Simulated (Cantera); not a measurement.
Input (Python, Cantera) and output of one run.

```python
import numpy as np
import cantera as ct

gas_names = """
    N2 H2 NH3
""".split()
cond_names = """
    Cr(cr) Cr(L) Cr2N(s)
""".split()


# ... load() reads the species with a 1 bar reference pressure and builds the phases ...
species = {s.name: s for s in load("nasa_gas.yaml", gas_names) + load("nasa_condensed.yaml", cond_names)}
# Each term lists the table entries of one substance; the one whose range holds T is used.
reactions = {
    '4 Cr + N2(g) = 2 Cr2N':
        [(-4, ['Cr(cr)', 'Cr(L)']), (-1, ['N2']), (2, ['Cr2N(s)'])],
    '3 H2(g) + N2(g) = 2 NH3(g)':
        [(-3, ['H2']), (-1, ['N2']), (2, ['NH3'])],
}


def pick(names, T):
    return next(species[n] for n in names if species[n].thermo.min_temp <= T <= species[n].thermo.max_temp)


results = []
for label, terms in reactions.items():
    print(label)
    print("     T/K   dH/kJ  dS/(J/K)   dG/kJ   log10 K")
    for T in [300, 948, 1023, 1098, 1173, 1248, 1323, 1398, 1473, 1548, 1623]:
        used = [(nu, pick(names, T)) for nu, names in terms]
        dH = sum(nu * s.thermo.h(T) for nu, s in used) / 1e6
        dS = sum(nu * s.thermo.s(T) for nu, s in used) / 1e3
        dG = dH - T * dS / 1e3
        logK = -dG * 1e6 / (ct.gas_constant * T * np.log(10))
        results.append((label, T, dH, dS, dG, logK, [s.name for _, s in used]))
        print(f"{T:8g} {dH:8.1f} {dS:8.1f} {dG:8.1f} {logK:8.2f}")
```

It prints:

```
4 Cr + N2(g) = 2 Cr2N
     T/K   dH/kJ  dS/(J/K)   dG/kJ   log10 K
     300   -251.0   -156.2   -204.2    35.55
     948   -239.3   -136.3   -110.1     6.06
    1023   -237.7   -134.7    -99.9     5.10
    1098   -236.2   -133.3    -89.8     4.27
    1173   -234.8   -132.0    -79.9     3.56
    1248   -233.5   -130.9    -70.0     2.93
    1323   -232.3   -130.0    -60.3     2.38
    1398   -231.3   -129.3    -50.5     1.89
    1473   -230.5   -128.7    -40.9     1.45
    1548   -229.8   -128.3    -31.2     1.05
    1623   -229.3   -128.0    -21.6     0.70
3 H2(g) + N2(g) = 2 NH3(g)
     T/K   dH/kJ  dS/(J/K)   dG/kJ   log10 K
     300    -92.0   -198.4    -32.4     5.65
     948   -109.7   -233.5    111.7    -6.15
    1023   -110.5   -234.4    129.3    -6.60
    1098   -111.2   -235.0    146.9    -6.99
    1173   -111.7   -235.5    164.5    -7.33
    1248   -112.2   -235.8    182.2    -7.62
    1323   -112.5   -236.1    199.9    -7.89
    1398   -112.7   -236.2    217.6    -8.13
    1473   -112.8   -236.3    235.3    -8.34
    1548   -112.8   -236.3    253.0    -8.54
    1623   -112.7   -236.2    270.8    -8.71
```

Source: NASA polynomial tables (part measured, part estimated), evaluated in Cantera. Condensed species are held in their standard states even where they would react or evaporate.
